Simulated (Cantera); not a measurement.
Adiabatic ignition

An adiabatic, constant-volume homogeneous reactor starts with CH4 : C2H6 : C3H8 : O2 : N2 : H2O = 1 : 0.23 : 0.091 : 3.88 : 14.6 : 4 (molar parts), equivalence ratio 0.84, at 1625 K and 4.93 atm.

Cantera simulation using GRI-Mech 3.0 (53 species, 325 reactions); the numbers are that mechanism's predictions, not measurements.

```
t (s)     T (K)  P (bar)   x CH4   x C2H6    x C3H8     x CH3    x CH2      x OH
--------  -----  -------  ------  -------  --------  --------  -------  --------
2.00e-6    1621     4.99  0.0417  0.00923   0.00348  0.000740  1.39e-7   2.34e-5
5.22e-6    1624     5.01  0.0404  0.00805   0.00266   0.00130  5.95e-7   5.77e-5
1.36e-5    1730     5.42  0.0301  0.00278  0.000380   0.00211  5.35e-6  0.000288
3.56e-5    2837     9.03  <1e-12   <1e-12    <1e-12    <1e-12   <1e-12    0.0216
9.28e-5    2834     9.02  <1e-12   <1e-12    <1e-12    <1e-12   <1e-12    0.0213
0.000242   2828     8.99  <1e-12   <1e-12    <1e-12    <1e-12   <1e-12    0.0207
0.000632   2821     8.97  <1e-12   <1e-12    <1e-12    <1e-12   <1e-12    0.0201
0.00165    2818     8.96  <1e-12   <1e-12    <1e-12    <1e-12   <1e-12    0.0199
0.00431    2818     8.96  <1e-12   <1e-12    <1e-12    <1e-12   <1e-12    0.0199
0.0112     2818     8.96  <1e-12   <1e-12    <1e-12    <1e-12   <1e-12    0.0199
0.0294     2818     8.96  <1e-12   <1e-12    <1e-12    <1e-12   <1e-12    0.0199
0.0766     2818     8.96  <1e-12   <1e-12    <1e-12    <1e-12   <1e-12    0.0199
0.200      2818     8.96  <1e-12   <1e-12    <1e-12    <1e-12   <1e-12    0.0199
```
x: mole fraction; the columns are a selection and need not sum to one.

The time of steepest temperature rise is 17.6 µs and the temperature at 0.200 s is 2818 K. The equilibrium temperature is 2818 K. The x(CH4) at 0.200 s comes out as <1e-12 (gas-phase equilibrium <1e-12) and the x(C2H6) at 0.200 s is <1e-12 (gas-phase equilibrium <1e-12). The x(C3H8) at 0.200 s is <1e-12 (gas-phase equilibrium <1e-12).
